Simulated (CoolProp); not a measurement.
Fluorine along the isobar 60.8 bar: fugacity coefficient from the reference equation and from simpler models built on Tc = 144.4 K, pc = 52.40 bar, ω = 0.045; each cubic takes its own stable root.

The numbers come from the reference Helmholtz-energy equation of state, de Reuck 1990 in CoolProp.

| T (K) | phase | reference |
|---|---|---|
| 100.3 | liquid | 0.07918 |
| 117 | liquid | 0.2188 |
| 133.6 | liquid | 0.4341 |
| 150.2 | supercritical | 0.6652 |
| 166.9 | supercritical | 0.7670 |
| 183.5 | supercritical | 0.8295 |
| 200.2 | supercritical | 0.8728 |
| 216.8 | supercritical | 0.9038 |
| 233.4 | supercritical | 0.9267 |
| 250.1 | supercritical | 0.9441 |
| 266.7 | supercritical | 0.9575 |
| 283.4 | supercritical | 0.9682 |
| 300 | supercritical | 0.9767 |

How far does each simpler model (van der Waals, Redlich-Kwong, Soave-Redlich-Kwong, Peng-Robinson) lie from the reference over these 13 states: mean and median of the absolute difference, and the worst?


- van der Waals: mean 16.9 %, median 2.1 %, worst +130.4 % at 100.3 K and 60.8 bar
- Redlich-Kwong: mean 1.1 %, median 0.9 %, worst +2.8 % at 117 K and 60.8 bar
- Soave-Redlich-Kwong: mean 0.8 %, median 0.7 %, worst +2.2 % at 117 K and 60.8 bar
- Peng-Robinson: mean 2.1 %, median 1.9 %, worst -4.3 % at 150.2 K and 60.8 bar
